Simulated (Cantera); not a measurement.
A perfectly stirred reactor is fed with 9.77 % N2O, 0.342 % H2, 89.9 % N2, at 4200 Pa; it is held at 1300 K, and followed from long to short residence time.

Cantera simulation using GRI-Mech 3.0 (53 species, 325 reactions); the numbers are that mechanism's predictions, not measurements. GRI-Mech 3.0 was tuned for natural gas; its chemistry of N2O as a main component is partial and can be far from experiment. Radical loss at walls, strong at low pressure, is not modelled. The mechanism lacks the step 2 NO + O2 → 2 NO2, which can matter for NO2 below about 1400 K. The temperature is held fixed by assumption; the heat of reaction is taken as removed at once.

Task: Predict: x(N2O) at τ = 1.50 s; x(H2) at τ = 1.50 s; x(NO) at τ = 1.50 s; x(H2O) at τ = 1.50 s; x(N2O) at τ = 59.0 ms; x(H2) at τ = 59.0 ms; x(NO) at τ = 59.0 ms; x(H2O) at τ = 59.0 ms; x(H2O2) at τ = 59.0 ms.

Result: 
| Quantity | Result |
|---|---|
| x(N2O) at τ = 1.50 s | 0.0763 |
| x(H2) at τ = 1.50 s | 8.33e-5 |
| x(NO) at τ = 1.50 s | 0.00230 |
| x(H2O) at τ = 1.50 s | 0.00330 |
| x(N2O) at τ = 59.0 ms | 0.0945 |
| x(H2) at τ = 59.0 ms | 0.00103 |
| x(NO) at τ = 59.0 ms | 0.000137 |
| x(H2O) at τ = 59.0 ms | 0.00237 |
| x(H2O2) at τ = 59.0 ms | 2.98e-9 |
